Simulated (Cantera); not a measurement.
Input: 1 mol CS2, 0.084 mol SO2, equilibrated at 1800 °C and 160 Pa.

Cantera equilibrium calculation (NASA polynomials, part measured and part estimated; ideal gas, pure solids and liquids). Candidate condensed phases: C, S; 22 gas species. Equilibrium is a limit: real reactors are often held back by kinetics, nucleation or transport.

Base state: CS 0.357, S2 0.282, CS2 0.185, CO 0.109, S 0.0669, COS 4.16e-5 (mole fractions); condensed: gas only.

Question: What changes in the equilibrium state with this change: SO2 from 0.084 to 0.021 mol?

Answer: 
| species | before | after |
|---|---|---|
| CS | 0.357 | 0.457 |
| S2 | 0.282 | 0.235 |
| CS2 | 0.185 | 0.217 |
| CO | 0.109 | 0.0295 |
| S | 0.0669 | 0.0612 |
| COS | 4.16e-5 | 1.03e-5 |

Question: What changes in the equilibrium state with this change: pressure from 160 Pa to 500000 Pa?

Answer: 
```
species   before     after
-------  -------  --------
CS2        0.185     0.651
S2         0.282     0.184
CO         0.109     0.135
CS         0.357    0.0278
S         0.0669  0.000967
COS      4.16e-5   0.00231
```
